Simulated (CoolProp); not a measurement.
Computed with CoolProp (reference Helmholtz-energy equation of state, Eisenbach 2021).

Problem. Give the vapour pressure (bar), vapour density (kg/m³), enthalpy of vaporisation (kJ/kg), liquid cp (kJ/(kg K)) of saturated propylene glycol at 195.05, 202.45, 217.15 °C.

Solution. 
```json
[
 {"T (°C)": "195.05", "p (bar)": "1.25", "vapour density (kg/m³)": "2.50", "enthalpy of vaporisation (kJ/kg)": "692", "liquid cp (kJ/(kg K))": "3.41"},
 {"T (°C)": "202.45", "p (bar)": "1.55", "vapour density (kg/m³)": "3.07", "enthalpy of vaporisation (kJ/kg)": "684", "liquid cp (kJ/(kg K))": "3.45"},
 {"T (°C)": "217.15", "p (bar)": "2.33", "vapour density (kg/m³)": "4.51", "enthalpy of vaporisation (kJ/kg)": "667", "liquid cp (kJ/(kg K))": "3.53"}
]
```
